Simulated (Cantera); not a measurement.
Charge: 1 mol Si, 1 mol HF, 4.6 mol H2, held at 1198.15 K and 1.00 bar.

Equilibrium computed with Cantera from the NASA thermochemical tables; the gas is ideal and each condensed phase is pure. Candidate condensed phases: Si; 25 gas species. The tables' values for SiF3, SiF2 are old estimates; treat these amounts as uncertain. Equilibrium is a limit: real reactors are often held back by kinetics, nucleation or transport.

Base state: H2 0.950, SiF4 0.0384, SiHF3 0.00978, SiH2F2 0.00123, SiF3 0.000638, HF 0.000120, SiH3F 3.91e-5, SiF2 1.17e-5 (mole fractions); condensed: Si(s).

Question: What changes in the equilibrium state with this change: temperature from 1198.15 K to 948.15 K?

Answer: 
```
species       before    after
----------  --------  -------
H2             0.950    0.951
SiF4          0.0384   0.0400
SiHF3        0.00978  0.00843
SiF2         1.17e-5  4.07e-8
HF          0.000120  3.97e-6
SiF3        0.000638  2.49e-5
SiH3F        3.91e-5  2.48e-5
Si(s), mol     0.733    0.736
```
The tables' values for SiF3 are old estimates; treat these amounts as uncertain.

Question: What changes in the equilibrium state with this change: pressure from 1.00 bar to 0.133 bar?

Answer: 
```
species       before     after
----------  --------  --------
H2             0.950     0.951
SiF4          0.0384    0.0410
SiHF3        0.00978   0.00622
SiH3F        3.91e-5   8.78e-6
SiF2         1.17e-5   3.31e-5
SiH2F2       0.00123  0.000463
SiF3        0.000638   0.00111
Si(s), mol     0.733     0.739
```
